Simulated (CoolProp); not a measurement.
A simple Rankine cycle with R114: condensing at 312.15 K, boiler at 1.87 MPa, turbine inlet 427.4 K, turbine efficiency 0.6, pump efficiency 0.8, no recuperator. Each further row changes one setting.

The numbers come from the reference Helmholtz-energy equation of state, Platzer 1990 in CoolProp. This equation is an older, rougher fit; its heat capacities, sound speeds and derivatives of the liquid may be far off and weren't checked against measurements.

| case | thermal efficiency (%) | net work (kJ/kg) | heat in (kJ/kg) | turbine exit temperature (K) | volume ratio over the turbine |
|---|---|---|---|---|---|
| as stated | ___ | ___ | 198 | ___ | ___ |
| turbine inlet 447.4 K | 8.3 | 17.9 | 216 | 410.4 | 6.08 |
| condensing temperature 304.15 K | 9.2 | 19.0 | 206 | 385.3 | 7.96 |
| boiler pressure 1.31 MPa | 6.9 | 14.1 | 204 | ___ | 4.15 |
| turbine efficiency 0.5 | 6.9 | 13.6 | 198 | 393.0 | 6.35 |

### Question
Complete the blanks.

### Answer

- as stated, thermal efficiency (%): 8.4
- as stated, net work (kJ/kg): 16.6
- as stated, turbine exit temperature (K): 389.2
- as stated, volume ratio over the turbine: 6.28
- boiler pressure 1.31 MPa, turbine exit temperature (K): 399.6
